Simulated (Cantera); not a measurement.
Mixture: CH₄ : O₂ : N₂ : CO₂ = 1 : 4.76 : 17.9 : 1.2 (molar parts), at 16.0 bar, adiabatic and at constant pressure. Ignition delay is the time to a rise of 400 K.

Cantera simulation using GRI-Mech 3.0 (53 species, 325 reactions); the numbers are that mechanism's predictions, not measurements. The pressure lies above the range GRI-Mech 3.0 was tuned for (to about 10 atm).

**Question.** Predict: delay at 1150 K; delay at 1225 K; delay at 1300 K; delay at 1375 K; delay at 1450 K; delay at 1525 K; delay at 1600 K; apparent activation energy between 1450 and 1600 K.

**Answer.** 
- delay at 1150 K = 4.32 ms
- delay at 1225 K = 1.66 ms
- delay at 1300 K = 0.705 ms
- delay at 1375 K = 0.324 ms
- delay at 1450 K = 0.159 ms
- delay at 1525 K = 82.1 µs
- delay at 1600 K = 44.7 µs
- apparent activation energy between 1450 and 1600 K = 160 kJ/mol
